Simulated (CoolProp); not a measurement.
cis-2-butene along the isotherm 495.6 K: density (kg/m³) from the reference equation and from simpler models built on Tc = 435.8 K, pc = 4236 kPa, ω = 0.202; each cubic takes its own stable root.

Computed with CoolProp (reference Helmholtz-energy equation of state, Lemmon 2005). It is a short technical equation, of lower accuracy than the large ones.

| p (kPa) | phase | reference | van der Waals | Soave-Redlich-Kwong |
|---|---|---|---|---|
| 67 | gas | 0.9156 | 0.9154 | 0.9155 |
| 101 | gas | 1.383 | 1.382 | 1.382 |
| 152 | gas | 2.087 | 2.086 | 2.086 |
| 230 | gas | 3.171 | 3.169 | 3.170 |
| 347 | gas | 4.815 | 4.811 | 4.812 |
| 523 | gas | 7.330 | 7.321 | 7.323 |
| 790 | gas | [?] | 11.22 | 11.23 |
| 1190 | gas | [?] | 17.31 | 17.30 |
| 1800 | gas | 27.29 | 27.21 | [?] |
| 2710 | gas | 43.82 | 43.74 | 43.43 |
| 4090 | gas | 74.19 | 74.98 | [?] |
| 6170 | supercritical | 139.6 | 154.6 | 133.1 |
| 9310 | supercritical | 274.6 | 253.2 | 240.6 |
| 14000 | supercritical | 367.1 | [?] | 326.2 |
| 21200 | supercritical | 424.1 | 334.2 | [?] |

### Question
Some entries are withheld; supply them.

### Answer

- 790, reference: 11.25
- 1190, reference: 17.35
- 1800, Soave-Redlich-Kwong: 27.16
- 4090, Soave-Redlich-Kwong: 72.82
- 14000, van der Waals: 299.6
- 21200, Soave-Redlich-Kwong: 390.3
